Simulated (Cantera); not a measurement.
Charge: 1 mol Si₃N₄, 0.0065 mol C, 0.92 mol H₂, equilibrated at 2000 K and 27.0 mbar.

Method: chemical equilibrium by Gibbs-energy minimisation in Cantera with the NASA 1993 tables (ideal gas, pure condensed phases). Mutual solubility and eutectic melting of coexisting phases are not modelled. The tables' values for SiN are old estimates; treat these amounts as uncertain. Gases not in the tables: Si₂H₆ and higher silanes. The numbers say what is thermodynamically allowed, not how fast it happens.

```json
[
 {"species": "H₂", "before": "0.311", "after": "0.995"},
 {"species": "N₂", "before": "0.682", "after": "0.00469"},
 {"species": "H", "before": "0.00552", "after": "7.70e-5"},
 {"species": "SiH₂", "before": "3.30e-5", "after": "3.81e-7"},
 {"species": "Si₂N", "before": "7.48e-5", "after": "<1e-9"},
 {"species": "SiN", "before": "5.70e-5", "after": "1.20e-9"},
 {"species": "Si₂C", "before": "4.42e-5", "after": "<1e-9"},
 {"species": "Si", "before": "0.00161", "after": "7.39e-8"},
 {"species": "Si₂", "before": "1.67e-5", "after": "<1e-9"},
 {"species": "SiH", "before": "0.000100", "after": "4.35e-8"},
 {"species": "Si(l), mol", "before": "2.99", "after": "0"},
 {"species": "SiC(s), mol", "before": "0.00521", "after": "0.00650"},
 {"species": "Si₃N₄(s), mol", "before": "0", "after": "0.998"}
]
```
Gas species are given as mole fractions.

Problem. What was changed between the two runs?
A) temperature from 2000 K to 1948 K
B) pressure from 27.0 mbar to 0.133 bar
C) temperature from 2000 K to 1473.15 K
D) pressure from 27.0 mbar to 1 atm

Solution. C, temperature from 2000 K to 1473.15 K
